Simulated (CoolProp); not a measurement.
Vinyl chloride along the isobar 1.3 MPa: fugacity coefficient from the reference equation and from simpler models built on Tc = 425.0 K, pc = 5.600 MPa, ω = 0.160; each cubic takes its own stable root.

The numbers come from the reference Helmholtz-energy equation of state, Thol 2022 in CoolProp.

```tsv
T (K)	phase	reference	Soave-Redlich-Kwong	Peng-Robinson
182.1	liquid	0.0006495	0.0006917	0.0007872
204.7	liquid	0.004183	0.004245	0.004593
227.2	liquid	0.01728	0.01723	0.01800
249.7	liquid	0.05256	0.05223	0.05329
272.3	liquid	0.1283	0.1280	0.1284
294.8	liquid	0.2634	0.2644	0.2624
317.3	liquid	0.4753	?	?
339.9	liquid	0.7758	0.7851	?
362.4	gas	0.8752	?	0.8641
384.9	gas	0.8972	0.8940	?
407.5	gas	0.9145	?	?
430	gas	0.9282	0.9248	0.9168
```

**Question.** Complete the blanks.

**Answer.** 
- 317.3, Soave-Redlich-Kwong: 0.4797
- 317.3, Peng-Robinson: 0.4727
- 339.9, Peng-Robinson: 0.7704
- 362.4, Soave-Redlich-Kwong: 0.8730
- 384.9, Peng-Robinson: 0.8853
- 407.5, Soave-Redlich-Kwong: 0.9110
- 407.5, Peng-Robinson: 0.9026
